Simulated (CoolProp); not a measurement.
2000 sccm (0 °C, 1 atm) of nitrogen bubbles through liquid R113 at 290.1 K and leaves saturated at a total pressure of 0.15 MPa (ideal gas phase). Each further row changes one setting.

Computed with CoolProp (reference Helmholtz-energy equation of state, Marx 1992).

| case | vapour pressure (kPa) | mole fraction of vapour | delivery (mg/min) | delivery (sccm) | change of delivery for a bath 1 K warmer (%) |
|---|---|---|---|---|---|
| as stated | 32.3 | 0.215 | 4590 | 549 | 5.5 |
| bath temperature 295.1 K | 39.7 | 0.265 | 6020 | 720 | 5.7 |
| total pressure 0.3 MPa | 32.3 | 0.108 | 2020 | 241 | 4.8 |
